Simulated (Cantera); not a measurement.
A Cantera script and what it prints.

```python
import numpy as np
import cantera as ct

gas_names = [...]  # 92 gases of nasa_gas.yaml made of C, H, N
cond_names = """
    C(gr) C6H6(L) C7H8(L) C8H18(L),n-octa
""".split()


# ... load() reads the species with a 1 bar reference pressure and builds the phases ...
atoms = {
    'C2H6': {'C': 2, 'H': 6},
    'NH3': {'N': 1, 'H': 3},
    'H2': {'H': 2},
}
top_T = {'C(gr)': 4500}  # K; cautious upper limits of use, not melting points


# ... equilibrate(T, P, feed) seeds the gas with the atoms and calls Mixture.equilibrate('TP', solver="vcs", rtol=1e-11, max_steps=5000) ...
results = []
feed = {'C2H6': 1, 'NH3': 0.015, 'H2': 98}  # mol
P = 410000  # Pa
for T in [1925, 2000, 2075, 2150, 2225, 2300, 2375, 2450, 2525]:
    mix = equilibrate(T, P, feed)
    results.append((T, P, feed, dict(zip(mix.species_names, mix.species_moles))))
    x = sorted(zip(gas.X, gas.species_names), reverse=True)
    print(f"T = {T:g} K  P = {P:g} Pa  gas = {mix.phase_moles(0):.4g} mol")
    print("   x: " + "  ".join(f"{s} {v:.3e}" for v, s in x if v > 0.001))
    print("   condensed (mol): " + ("  ".join(f"{mix.phase(i).name} {mix.phase_moles(i):.4g}"
          for i in range(1, mix.n_phases) if mix.phase_moles(i) > 1e-12) or "none"))
```

It prints:

```
T = 1925 K  P = 410000 Pa  gas = 100.8 mol
   x: H2 9.968e-01  CH4 2.128e-03
   condensed (mol): C(gr) 1.68
T = 2000 K  P = 410000 Pa  gas = 100.9 mol
   x: H2 9.965e-01  CH4 1.728e-03
   condensed (mol): C(gr) 1.655
T = 2075 K  P = 410000 Pa  gas = 100.9 mol
   x: H2 9.958e-01  CH4 1.425e-03  H 1.313e-03  C2H2,acetylene 1.236e-03
   condensed (mol): C(gr) 1.588
T = 2150 K  P = 410000 Pa  gas = 101 mol
   x: H2 9.946e-01  H 2.077e-03  C2H2,acetylene 1.927e-03  CH4 1.191e-03
   condensed (mol): C(gr) 1.468
T = 2225 K  P = 410000 Pa  gas = 101.1 mol
   x: H2 9.927e-01  H 3.187e-03  C2H2,acetylene 2.912e-03  CH4 1.007e-03
   condensed (mol): C(gr) 1.283
T = 2300 K  P = 410000 Pa  gas = 101.2 mol
   x: H2 9.898e-01  H 4.755e-03  C2H2,acetylene 4.277e-03
   condensed (mol): C(gr) 1.016
T = 2375 K  P = 410000 Pa  gas = 101.3 mol
   x: H2 9.859e-01  H 6.916e-03  C2H2,acetylene 6.122e-03
   condensed (mol): C(gr) 0.6463
T = 2450 K  P = 410000 Pa  gas = 101.5 mol
   x: H2 9.806e-01  H 9.825e-03  C2H2,acetylene 8.555e-03
   condensed (mol): C(gr) 0.1497
T = 2525 K  P = 410000 Pa  gas = 101.7 mol
   x: H2 9.761e-01  H 1.368e-02  C2H2,acetylene 9.322e-03
   condensed (mol): none
```

Cantera equilibrium calculation (NASA polynomials, part measured and part estimated; ideal gas, pure solids and liquids).
